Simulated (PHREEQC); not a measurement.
Synthetic water in mmol/kgw, 25 °C, pH 3.55, pe 12: Na 2.08; K 2.04; Ca 13.5; Mg 8.51; Cl 12.1; S(6) 18.1; Mn(2) 0.0716; Zn 0.00986; Li 0.485.

Valence states are taken as typed.

Model: ion-association model, wateq4f.dat, run in PHREEQC.

Each row changes one thing in this solution. Precipitation was switched off in this run.

```
case                                               ionic strength (mol/kgw)  SO4-2 (mol/kgw)  Ca+2 (mol/kgw)  Mg+2 (mol/kgw)  CaSO4 (mol/kgw)  MgSO4 (mol/kgw)  SI of Gypsum (CaSO4:2H2O)  SI of Halite (NaCl)
-------------------------------------------------  ------------------------  ---------------  --------------  --------------  ---------------  ---------------  -------------------------  -------------------
as made                                                              0.0609           0.0109         0.00950         0.00564          0.00399          0.00287                      -0.11                -6.38
Mg from 8.51 to 17 mmol/kgw                                          0.0723          0.00958          0.0101          0.0121          0.00337          0.00489                      -0.19                -6.39
all concentrations times 4 at the same typed pH                       0.210           0.0355          0.0334          0.0192           0.0205           0.0148                      +0.61                -5.28
temperature from 25 to 20 °C at the same typed pH                    0.0619           0.0112         0.00956         0.00584          0.00394          0.00267                      -0.10                -6.37
```

Some of these states are supersaturated (in Gypsum, for instance).
